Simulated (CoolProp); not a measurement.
Acetone at several states: Z from the reference equation and from simpler models built on Tc = 508.1 K, pc = 46.92 bar, ω = 0.307; each cubic takes its own stable root.

Computed with CoolProp (reference Helmholtz-energy equation of state, Lemmon 2006). It is a short technical equation, of lower accuracy than the large ones.

```
T (K)  p (bar)   phase  reference  van der Waals  Redlich-Kwong  Peng-Robinson
-----  -------  ------  ---------  -------------  -------------  -------------
346.3      238  liquid     0.6330          1.155         0.8200            [?]
249.9    0.165  liquid        [?]         0.9947      0.0007308      0.0006334
371.2     1.76     gas     0.9482         0.9762         0.9685            [?]
301.7    0.491  liquid   0.001456         0.9896         0.9849       0.001651
```

Question: What belongs in the gaps?

Answer: 
- 346.3, Peng-Robinson: 0.7111
- 249.9, reference: 0.0005510
- 371.2, Peng-Robinson: 0.9627

At some of these states van der Waals, Redlich-Kwong gives the other phase, because its saturation line lies elsewhere.
